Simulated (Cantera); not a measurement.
An adiabatic, constant-volume homogeneous reactor starts with CH₄ : O₂ : N₂ : H₂O = 1 : 0.8 : 6.64 : 0.25 (molar parts), equivalence ratio 2.5, at 1773 K and 3.90 bar. Integrator tolerance rtol = 1e-08.

Detailed kinetics in Cantera: GRI-Mech 3.0 (53 species, 325 reactions).

Problem. What does this change do: N2 6.64 to 2.7 parts?

Solution. 
```json
[
 {"quantity": "time of steepest temperature rise", "before": "94.7 µs", "after": "50.1 µs"},
 {"quantity": "temperature at 2.00 s", "before": "2437 K", "after": "2761 K"},
 {"quantity": "equilibrium temperature", "before": "2437 K", "after": "2761 K"},
 {"quantity": "x(CH₄) at 2.00 s", "before": "6.04e-10 (gas-phase equilibrium 6.82e-10)", "after": "1.21e-9 (gas-phase equilibrium 1.37e-9)"},
 {"quantity": "x(O₂) at 2.00 s", "before": "8.56e-7 (gas-phase equilibrium 8.56e-7)", "after": "1.30e-5 (gas-phase equilibrium 1.30e-5)"},
 {"quantity": "x(H₂O) at 2.00 s", "before": "0.0774 (gas-phase equilibrium 0.0774)", "after": "0.128 (gas-phase equilibrium 0.128)"},
 {"quantity": "x(HO₂) at 2.00 s", "before": "1.52e-9 (gas-phase equilibrium 1.52e-9)", "after": "3.47e-8 (gas-phase equilibrium 3.47e-8)"},
 {"quantity": "x(CH₃) at 2.00 s", "before": "2.20e-10 (gas-phase equilibrium 2.48e-10)", "after": "1.07e-9 (gas-phase equilibrium 1.21e-9)"},
 {"quantity": "x(NO₂) at 2.00 s", "before": "1.82e-10 (gas-phase equilibrium 1.82e-10)", "after": "3.14e-9 (gas-phase equilibrium 3.14e-9)"}
]
```

Problem. What does this change do: pressure from 3.90 bar to 1.00 bar?

Solution. 
| quantity | before | after |
|---|---|---|
| time of steepest temperature rise | 94.7 µs | 0.268 ms |
| temperature at 2.00 s | 2437 K | 2417 K |
| equilibrium temperature | 2437 K | 2417 K |
| x(CH₄) at 2.00 s | 6.04e-10 (gas-phase equilibrium 6.82e-10) | 4.21e-11 (gas-phase equilibrium 4.73e-11) |
| x(O₂) at 2.00 s | 8.56e-7 (gas-phase equilibrium 8.56e-7) | 2.75e-6 (gas-phase equilibrium 2.75e-6) |
| x(H₂O) at 2.00 s | 0.0774 (gas-phase equilibrium 0.0774) | 0.0769 (gas-phase equilibrium 0.0769) |
| x(HO₂) at 2.00 s | 1.52e-9 (gas-phase equilibrium 1.52e-9) | 2.43e-9 (gas-phase equilibrium 2.43e-9) |
| x(CH₃) at 2.00 s | 2.20e-10 (gas-phase equilibrium 2.48e-10) | 2.78e-11 (gas-phase equilibrium 3.13e-11) |
| x(NO₂) at 2.00 s | 1.82e-10 (gas-phase equilibrium 1.82e-10) | 2.90e-10 (gas-phase equilibrium 2.90e-10) |
